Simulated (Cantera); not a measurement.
A closed system holds: 1 mol c-C4F8, 0.045 mol HCl, 0.37 mol H2, at 5.00 Pa.

Cantera equilibrium calculation (NASA polynomials, part measured and part estimated; ideal gas, pure solids and liquids). Candidate condensed phases: C, C6H6, C7H8, C8H18; 118 gas species. The feed counts by its element totals alone. Kinetics and transport are ignored. All values below are at 2725 K.

Base state: F 0.725, C3 0.101, HF 0.0578, C 0.0423, CF 0.0331, H 0.0222, C2 0.0131, Cl 0.00459 (mole fractions); condensed: gas only.

Task: What changes in the equilibrium state with this change: HCl from 0.045 to 1.1 mol?

Result: 
```json
[
 {"species": "F", "before": "0.725", "after": "0.574"},
 {"species": "HF", "before": "0.0578", "after": "0.110"},
 {"species": "Cl", "before": "0.00459", "after": "0.0974"},
 {"species": "H", "before": "0.0222", "after": "0.0532"},
 {"species": "CF", "before": "0.0331", "after": "0.0250"},
 {"species": "C3", "before": "0.101", "after": "0.0877"},
 {"species": "C2", "before": "0.0131", "after": "0.0119"},
 {"species": "C", "before": "0.0423", "after": "0.0403"},
 {"species": "HCl", "before": "1.89e-6", "after": "9.59e-5"},
 {"species": "H2", "before": "6.35e-6", "after": "3.64e-5"},
 {"species": "C2H", "before": "3.53e-5", "after": "7.69e-5"},
 {"species": "CF2", "before": "0.000523", "after": "0.000313"}
]
```

Task: What changes in the equilibrium state with this change: HCl from 0.045 to 1 mol?

Result: 
```csv
species,before,after
F,0.725,0.586
HF,0.0578,0.106
Cl,0.00459,0.0897
H,0.0222,0.0503
CF,0.0331,0.0257
C3,0.101,0.0889
C2,0.0131,0.0120
C,0.0423,0.0405
HCl,1.89e-6,8.34e-5
H2,6.35e-6,3.24e-5
C2H,3.53e-5,7.32e-5
CF2,0.000523,0.000328
C5,0.000411,0.000331
```
